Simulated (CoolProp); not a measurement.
Values from CoolProp's reference Helmholtz-energy equation of state, Lemmon 2016.

Question: For R227EA, give the phase and the Z, isothermal compressibility (1/MPa) at 377.3 K and 313 kPa; 377.3 K and 836 kPa; 377.3 K and 1250 kPa.

Answer: 
- 377.3 K and 313 kPa: gas; Z 0.963, isothermal compressibility 3.32
- 377.3 K and 836 kPa: gas; Z 0.897, isothermal compressibility 1.34
- 377.3 K and 1250 kPa: gas; Z 0.840, isothermal compressibility 0.974
